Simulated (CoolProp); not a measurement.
Values from CoolProp's reference Helmholtz-energy equation of state, Lemmon 2013.

Problem. For propylene, give the phase and the cv (kJ/(kg K)), viscosity (µPa s), Prandtl number at 122.75 °C and 0.187 MPa.

Solution. 
- 122.75 °C and 0.187 MPa: gas; cv 1.70, viscosity 11.4, Prandtl number 0.762

Viscosity comes from a separate model (Huber 2003), an estimate that may be off by 10 % or more. Thermal conductivity comes from a separate model (Huber 2003), an estimate that may be off by 10 % or more.
